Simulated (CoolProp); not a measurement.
100 sccm (0 °C, 1 atm) of nitrogen bubbles through liquid decamethyltetrasiloxane (MD2M) at 312.2 K and leaves saturated at a total pressure of 0.0043 MPa (ideal gas phase). Each further row changes one setting.

Model: reference Helmholtz-energy equation of state, Thol 2017, in CoolProp.

```
case                       vapour pressure (kPa)  mole fraction of vapour  delivery (mg/min)  delivery (sccm)  change of delivery for a bath 1 K warmer (%)
-------------------------  ---------------------  -----------------------  -----------------  ---------------  --------------------------------------------
as stated                                  0.151                   0.0351                ___             3.64                                           ___
bath temperature 317.2 K                   0.213                   0.0496                ___             5.22                                           7.4
total pressure 0.0086 MPa                  0.151                   0.0175                ___              ___                                           7.4
```

**Question.** Complete the blanks.

**Answer.** 
- as stated, delivery (mg/min): 50.4
- as stated, change of delivery for a bath 1 K warmer (%): 7.6
- bath temperature 317.2 K, delivery (mg/min): 72.4
- total pressure 0.0086 MPa, delivery (mg/min): 24.8
- total pressure 0.0086 MPa, delivery (sccm): 1.79
